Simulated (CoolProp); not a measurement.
A single-stage vapour-compression cycle with dimethyl carbonate: evaporating at 311.15 K (dew point), condensing at 358.15 K (bubble point), superheat 0 K, subcooling 2 K, compressor efficiency 0.7, no pressure losses. Each further row changes one setting.

Model: reference Helmholtz-energy equation of state, Zhou 2011, in CoolProp.

| case | cooling COP | pressure ratio | discharge temperature (K) | refrigerating effect (kJ/kg) | volumetric capacity (kJ/m³) |
|---|---|---|---|---|---|
| as stated | 4.09 | 6.27 | 374.2 | 325 | 156 |
| evaporating temperature 316.15 K | 4.72 | 5.00 | 371.7 | 331 | 197 |
| condensing temperature 353.15 K | (withheld) | 5.31 | (withheld) | 335 | 161 |
| subcooling 7 K | 4.21 | 6.27 | 374.2 | 335 | 161 |
| superheat 10 K | 4.11 | 6.27 | 384.8 | 338 | 157 |
| compressor efficiency 0.6 | (withheld) | 6.27 | 383.6 | 325 | 156 |

Problem. What belongs in the gaps?

Solution. 
- condensing temperature 353.15 K, cooling COP: 4.65
- condensing temperature 353.15 K, discharge temperature (K): 368.3
- compressor efficiency 0.6, cooling COP: 3.50
